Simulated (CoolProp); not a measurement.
The fluid at 434.8 K and 4.48 MPa flows at 0.14 m/s in a round tube of 12.7 mm bore and 15 µm roughness, fully developed (64/Re and Nu = 3.66 if laminar; Colebrook and Gnielinski if turbulent). The same conditions are run with several fluids, on thermodynamics alone (safety and materials aside).

Computed with CoolProp (reference Helmholtz-energy equation of state of each fluid (c-C4F8 (RC318): Platzer 1990; n-butane: Bücker 2006; R124: de Vries 1995; isobutane: Bücker 2006; normal hydrogen: Leachman 2009)). The equations of Platzer and Polt are older, rougher fits.

### Question
Rank c-C4F8 (RC318), n-butane, R124, isobutane, normal hydrogen by Reynolds number, highest first.

### Answer
c-C4F8 (RC318) (25000), R124 (20300), n-butane (17000), isobutane (14400), normal hydrogen (376)

| fluid | Darcy friction factor | pressure drop (Pa/m) | heat-transfer coefficient (W/(m² K)) | mass flow (kg/h) |
|---|---|---|---|---|
| c-C4F8 (RC318) | 0.0272 | 9.42 | 255 | 28.7 |
| n-butane | 0.0292 | 5.59 | 607 | 15.9 |
| R124 | 0.0282 | 5.96 | 179 | 17.5 |
| isobutane | 0.0302 | 3.23 | 233 | 8.85 |
| normal hydrogen | 0.170 | 0.321 | 71.8 | 0.156 |

Transport values come from each fluid's own correlations; those of c-C4F8 (RC318), R124 are estimates that may be off by 10 % or more.
